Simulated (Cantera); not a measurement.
Transport properties of process gases

Gas mixture: 59.6 % CO₂, 40.4 % N₂O, at 9.40 bar, frozen composition.

Cantera's kinetic-theory transport with the Lennard-Jones parameters of GRI-Mech 3.0, ideal gas; thermal conductivity in the multicomponent form. The composition is frozen, though it would react at the higher temperatures.

| T (K) | ρ (kg/m³) | cp (J/kg/K) | μ (µPa s) | λ (mW/m/K) | Pr | D (cm²/s) OH | D (cm²/s) NO | D (cm²/s) O |
|---|---|---|---|---|---|---|---|---|
| 400 | 12.4 | 951.0 | 19.6 | 25.3 | 0.739 | 0.0446 | 0.0280 | 0.0456 |
| 550 | 9.05 | 1057 | 25.8 | 36.9 | 0.738 | 0.0779 | 0.0491 | 0.0797 |
| 700 | 7.11 | 1136 | 31.2 | 48.1 | 0.737 | 0.118 | 0.0745 | 0.121 |
| 850 | 5.85 | 1196 | 36.1 | 58.6 | 0.736 | 0.164 | 0.104 | 0.168 |
| 1000 | 4.98 | 1243 | 40.6 | 68.6 | 0.735 | 0.216 | 0.137 | 0.220 |
| 1150 | 4.33 | 1276 | 44.8 | 77.9 | 0.734 | 0.272 | 0.173 | 0.279 |
| 1300 | 3.83 | 1303 | 48.8 | 86.7 | 0.733 | 0.334 | 0.212 | 0.342 |
| 1450 | 3.43 | 1326 | 52.5 | 95.1 | 0.732 | 0.401 | 0.255 | 0.410 |
D: mixture-averaged diffusion coefficient of that species in the mixture.
